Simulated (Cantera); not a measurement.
An adiabatic, constant-pressure homogeneous reactor starts with 4.39 % CH4, 19.1 % O2, 71.5 % N2, 2.24 % H2O, 2.76 % H2, equivalence ratio 0.53, at 1223 K and 5.00 bar.

Model: GRI-Mech 3.0 (53 species, 325 reactions), integrated in Cantera.

x: mole fraction; the columns are a selection and need not sum to one.

```csv
t (s),T (K),x CH4,x O2,x H2O,x H,x CH2,x NO
1.00e-6,1223,0.0439,0.191,0.0224,7.01e-10,<1e-12,<1e-12
3.98e-6,1223,0.0439,0.191,0.0224,1.07e-9,<1e-12,<1e-12
1.58e-5,1223,0.0439,0.191,0.0224,2.68e-9,<1e-12,<1e-12
6.31e-5,1223,0.0439,0.191,0.0224,2.10e-8,<1e-12,<1e-12
0.000251,1247,0.0413,0.188,0.0260,8.26e-6,9.47e-9,2.24e-11
0.00100,2297,<1e-12,0.0894,0.137,8.79e-5,<1e-12,…
0.00398,2296,<1e-12,0.0891,0.137,8.72e-5,<1e-12,…
0.0158,2292,<1e-12,0.0881,0.137,8.46e-5,<1e-12,…
0.0631,2283,<1e-12,0.0859,0.137,7.92e-5,<1e-12,…
0.251,2279,<1e-12,0.0850,0.137,7.70e-5,<1e-12,0.00915
1.00,2279,<1e-12,0.0850,0.137,7.70e-5,<1e-12,0.00916
```

Question: Complete the blanks.

Answer: 
- 0.00100, x NO: 0.000149
- 0.00398, x NO: 0.000744
- 0.0158, x NO: 0.00282
- 0.0631, x NO: 0.00728
